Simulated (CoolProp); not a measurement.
Toluene along the isotherm 417.8 K: Z from the reference equation and from simpler models built on Tc = 591.7 K, pc = 4.126 MPa, ω = 0.266; each cubic takes its own stable root.

Values from CoolProp's reference Helmholtz-energy equation of state, Lemmon 2006. It is a short technical equation, of lower accuracy than the large ones.

```tsv
p (MPa)	phase	reference
2.58	liquid	0.09158
5.16	liquid	0.1821
7.74	liquid	0.2716
10.3	liquid	0.3595
12.9	liquid	0.4480
15.5	liquid	0.5357
18.1	liquid	0.6227
20.6	liquid	0.7058
23.2	liquid	0.7915
25.8	liquid	0.8767
28.4	liquid	0.9613
30.9	liquid	1.042
33.5	liquid	1.126
36.1	liquid	1.209
38.7	liquid	1.292
41.3	liquid	1.374
```

Q: How far does each simpler model (van der Waals, Redlich-Kwong) lie from the reference over these 16 states: mean and median of the absolute difference, and the worst?

A: 
- van der Waals: mean 58.1 %, median 56.8 %, worst +67.2 % at 417.8 K and 2.58 MPa
- Redlich-Kwong: mean 12.5 %, median 12.0 %, worst +16.1 % at 417.8 K and 2.58 MPa
